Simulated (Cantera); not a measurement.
Cantera run:

```python
import numpy as np
import cantera as ct

gas_names = """
    C CH CH2 CH3 CH2OH CH3O CH4 CH3OH CO CO2 COOH C2 C2H CHCO,ketyl C2H2,acetylene C2H2,vinylidene
    CH2CO,ketene C2H3,vinyl CH3CO,acetyl C2H4 C2H4O,ethylen CH3CHO,ethanal CH3COOH (HCOOH)2 C2H5 C2H6
    CH3OCH3 C2H5OH C2O C3 C3H3,propargyl C3H4,allene C3H4,propyne C3H4,cyclo- C3H5,allyl C3H6,propylene
    C3H6,cyclo- C3H6O C3H7,n-propyl C3H7,i-propyl C3H8 C3H8O,1propanol C3H8O,2propanol C3O2 C4 C4H2
    C4H4,1,3-cyclo- C4H6,butadiene C4H6,2-butyne C4H6,cyclo- C4H8,1-butene C4H8,cis2-buten
    C4H8,tr2-butene C4H8,isobutene C4H8,cyclo- (CH3COOH)2 C4H9,n-butyl C4H9,i-butyl C4H9,s-butyl
    C4H9,t-butyl C4H10,isobutane C4H10,n-butane C5 C5H6,1,3cyclo- C5H8,cyclo- C5H10,1-pentene
    C5H10,cyclo- C5H11,pentyl C5H11,t-pentyl C5H12,n-pentane C5H12,i-pentane CH3C(CH3)2CH3 C6H2
    C6H5,phenyl C6H5O,phenoxy C6H6 C6H5OH,phenol C6H10,cyclo- C6H12,1-hexene C6H12,cyclo- C6H13,n-hexyl
    C7H7,benzyl C7H8 C7H8O,cresol C7H14,1-heptene C7H15,n-heptyl C7H16,n-heptane C8H8,styrene
    C8H10,ethylbenz C8H16,1-octene C8H17,n-octyl C8H18,isooctane C8H18,n-octane C9H19,n-nonyl
    C10H8,naphthale C10H21,n-decyl C12H9,o-bipheny C12H10,bipheny H HCO HO2 H2 HCHO,formaldehy HCOOH H2O
    H2O2 O OH O2 O3 Si SiC SiC2 SiC4H12 SiH SiH2 SiH3 SiH4 SiO SiO2 Si2 Si2C Si3
""".split()
cond_names = """
    C(gr) C6H6(L) C7H8(L) C8H18(L),n-octa H2O(s) H2O(L) Si(cr) Si(L) SiC(b) SiO2(Lqz) SiO2(hqz) SiO2(L)
""".split()


def load(file, names, dense=False):
    # The tables refer to 1 bar. Condensed volumes are neglected.
    table = {s.name: s for s in ct.Species.list_from_file(file)}
    out = []
    for n in names:
        d = dict(table[n].input_data)
        d["thermo"] = dict(d["thermo"], **{"reference-pressure": 1e5})
        if dense:
            d["equation-of-state"] = {"model": "constant-volume", "density": "1e6 g/cm^3"}
        out.append(ct.Species.from_dict(d))
    return out


gas = ct.Solution(thermo="ideal-gas", species=load("nasa_gas.yaml", gas_names))
cond = {s.name: ct.Solution(thermo="fixed-stoichiometry", species=[s], name=s.name)
        for s in load("nasa_condensed.yaml", cond_names, dense=True)}
atoms = {
    'SiC': {'Si': 1, 'C': 1},
    'CO2': {'C': 1, 'O': 2},
    'H2': {'H': 2},
}
top_T = {'C(gr)': 4500, 'SiC(b)': 3050}  # K; cautious upper limits of use, not melting points


def equilibrate(T, P, feed):
    n = {}
    for name, mol in feed.items():
        for a, k in atoms[name].items():
            n[a] = n.get(a, 0.0) + k * mol
    gas.TPX = T, P, n
    mass = sum(n.values()) * gas.mean_molecular_weight
    gas.equilibrate("TP")
    valid = [c for c in cond.values() if c.min_temp <= T <= top_T.get(c.name, c.max_temp)]
    mix = ct.Mixture([(gas, mass / gas.mean_molecular_weight)] + [(c, 0.0) for c in valid])
    mix.T, mix.P = T, P
    mix.equilibrate("TP", solver="vcs", rtol=1e-11, max_steps=5000)
    return mix


results = []
feed = {'SiC': 1, 'CO2': 0.032, 'H2': 340}  # mol
T = 1523.15  # K
P = 1000  # Pa
mix = equilibrate(T, P, feed)
results.append((T, P, feed, dict(zip(mix.species_names, mix.species_moles))))
x = sorted(zip(gas.X, gas.species_names), reverse=True)
print(f"T = {T:g} K  P = {P:g} Pa  gas = {mix.phase_moles(0):.4g} mol")
print("   x: " + "  ".join(f"{s} {v:.3e}" for v, s in x if v > 1e-06))
print("   condensed (mol): " + ("  ".join(f"{mix.phase(i).name} {mix.phase_moles(i):.4g}"
      for i in range(1, mix.n_phases) if mix.phase_moles(i) > 1e-12) or "none"))
```

Result:

```
T = 1523.15 K  P = 1000 Pa  gas = 340.1 mol
   x: H2 9.996e-01  H 2.315e-04  CO 1.403e-04  SiO 4.781e-05  CH4 1.829e-06
   condensed (mol): SiC(b) 0.9836
```

These are equilibrium values from Cantera (NASA tables, ideal gas, pure condensed phases), not measurements of a reactor.
